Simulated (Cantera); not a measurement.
A Cantera script and its output.

```python
import numpy as np
import cantera as ct

gas = ct.Solution("gri30.yaml")
gas.TPX = 2098, 1000000, {'CH4': 1, 'H2O': 1.1}
reactor = ct.IdealGasConstPressureReactor(gas, energy="off", clone=False)
net = ct.ReactorNet([reactor])
net.rtol, net.atol = 1e-08, 1e-18
show = ['CH4', 'H2O', 'C2H4', 'CO', 'H2', 'O', 'CH2CO']
times = np.geomspace(0.0001, 5, 12)

steps = ct.SolutionArray(gas, extra=["t"])
rows = []
print(f"{'t/s':>10s}{'T/K':>9s}{'P/Pa':>11s}" + "".join(f"{s:>11s}" for s in show))
for t in times:
    while net.time < t:
        t_next = net.step()
        steps.append(gas.state, t=t_next)
    rows.append([np.interp(t, steps.t, y) for y in (steps.T, steps.P, *steps(*show).X.T)])
    print(f"{t:10.3e}{rows[-1][0]:9.1f}{rows[-1][1]:11.4g}" + "".join(f"{x:11.3e}" for x in rows[-1][2:]))
rate = np.gradient(steps.T, steps.t)
print("integrator steps:", len(steps.t))
if steps.T.max() > steps.T[0] + 200:
    print(f"time of steepest temperature rise: {steps.t[rate.argmax()]:.4e} s")
gas.TPX = 2098, 1000000, {'CH4': 1, 'H2O': 1.1}
gas.equilibrate("TP")
print(f"equilibrium (TP): T = {gas.T:.1f} K  " + "  ".join(f"{s} {gas[s].X[0]:.3e}" for s in show))
```

It prints:

```
       t/s      T/K       P/Pa        CH4        H2O       C2H4         CO         H2          O      CH2CO
 1.000e-04   2098.0      1e+06  5.560e-02  3.412e-01  2.849e-03  2.237e-02  4.505e-01  2.374e-08  1.609e-04
 2.674e-04   2098.0      1e+06  3.249e-02  2.950e-01  2.488e-03  4.555e-02  5.037e-01  2.077e-08  1.291e-04
 7.151e-04   2098.0      1e+06  2.465e-02  2.304e-01  2.068e-03  8.657e-02  5.588e-01  1.724e-08  7.904e-05
 1.912e-03   2098.0      1e+06  1.850e-02  1.558e-01  1.431e-03  1.397e-01  6.198e-01  1.293e-08  3.553e-05
 5.113e-03   2098.0      1e+06  1.211e-02  9.209e-02  7.736e-04  1.881e-01  6.721e-01  8.659e-09  1.201e-05
 1.367e-02   2098.0      1e+06  6.840e-03  5.114e-02  3.047e-04  2.203e-01  7.064e-01  5.309e-09  3.375e-06
 3.657e-02   2098.0      1e+06  3.051e-03  3.071e-02  7.000e-05  2.364e-01  7.244e-01  3.358e-09  8.652e-07
 9.778e-02   2098.0      1e+06  6.328e-04  2.371e-02  3.359e-06  2.417e-01  7.314e-01  2.626e-09  1.308e-07
 2.615e-01   2098.0      1e+06  1.499e-05  2.286e-02  2.221e-09  2.423e-01  7.325e-01  2.533e-09  2.856e-09
 6.992e-01   2098.0      1e+06  9.688e-06  2.285e-02  9.566e-10  2.423e-01  7.325e-01  2.532e-09  1.845e-09
 1.870e+00   2098.0      1e+06  9.688e-06  2.285e-02  9.566e-10  2.423e-01  7.325e-01  2.532e-09  1.845e-09
 5.000e+00   2098.0      1e+06  9.688e-06  2.285e-02  9.566e-10  2.423e-01  7.325e-01  2.532e-09  1.845e-09
integrator steps: 2193
equilibrium (TP): T = 2098.0 K  CH4 1.099e-05  H2O 2.286e-02  C2H4 1.172e-09  CO 2.423e-01  H2 7.325e-01  O 2.532e-09  CH2CO 2.094e-09
```

Computed with Cantera and GRI-Mech 3.0 (53 species, 325 reactions).
